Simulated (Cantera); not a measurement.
Cantera run:

```python
import numpy as np
import cantera as ct

gas_names = """
    CL CLO CL2 H HCL HOCL HO2 H2 H2O H2O2 O OH O2 O3 Ti TiCL TiCL2 TiCL3 TiCL4 TiO TiOCL TiOCL2 TiO2
""".split()
cond_names = """
    H2O(s) H2O(L) Ti(a) Ti(b) Ti(L) TiCL2(s) TiCL3(s) TiCL4(L) TiO(a) TiO(b) TiO(L) TiO2(ru) TiO2(L)
    Ti2O3(a) Ti2O3(b) Ti2O3(L) Ti3O5(a) Ti3O5(b) Ti3O5(L) Ti4O7(s) Ti4O7(L)
""".split()


# ... load() reads the species with a 1 bar reference pressure and builds the phases ...
atoms = {
    'TiCl4': {'Ti': 1, 'CL': 4},
    'H2O': {'H': 2, 'O': 1},
    'H2': {'H': 2},
}
top_T = {'TiCL2(s)': 1300, 'TiCL3(s)': 1000}  # K; cautious upper limits of use, not melting points


# ... equilibrate(T, P, feed) seeds the gas with the atoms and calls Mixture.equilibrate('TP', solver="vcs", rtol=1e-11, max_steps=5000) ...
results = []
feed = {'TiCl4': 1, 'H2O': 1.1, 'H2': 12}  # mol
T = 1950  # K
P = 10000  # Pa
mix = equilibrate(T, P, feed)
results.append((T, P, feed, dict(zip(mix.species_names, mix.species_moles))))
x = sorted(zip(gas.X, gas.species_names), reverse=True)
print(f"T = {T:g} K  P = {P:g} Pa  gas = {mix.phase_moles(0):.4g} mol")
print("   x: " + "  ".join(f"{s} {v:.3e}" for v, s in x if v > 0.0001))
print("   condensed (mol): " + ("  ".join(f"{mix.phase(i).name} {mix.phase_moles(i):.4g}"
      for i in range(1, mix.n_phases) if mix.phase_moles(i) > 1e-12) or "none"))
```

Output:

```
T = 1950 K  P = 10000 Pa  gas = 15.03 mol
   x: H2 7.621e-01  HCL 2.157e-01  TiCL3 1.320e-02  TiCL2 4.397e-03  H 3.165e-03  CL 6.715e-04  TiCL4 3.230e-04  H2O 3.181e-04
   condensed (mol): Ti2O3(b) 0.3648
```

Cantera equilibrium calculation (NASA polynomials, part measured and part estimated; ideal gas, pure solids and liquids). The tables' values for TiCl2 are old estimates; treat these amounts as uncertain.
